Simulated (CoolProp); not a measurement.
Model: reference Helmholtz-energy equation of state, Gao 2016, in CoolProp.

### Question
For sulfur dioxide, give the phase and the Z, cp (kJ/(kg K)), cv (kJ/(kg K)), speed of sound (m/s) at 84.05 °C and 1110 kPa; 84.05 °C and 2520 kPa; 84.05 °C and 5740 kPa.

### Answer
- 84.05 °C and 1110 kPa: gas; Z 0.897, cp 0.818, cv 0.596, speed of sound 225
- 84.05 °C and 2520 kPa: liquid; Z 0.0460, cp 1.57, cv 0.807, speed of sound 610
- 84.05 °C and 5740 kPa: liquid; Z 0.104, cp 1.52, cv 0.800, speed of sound 646
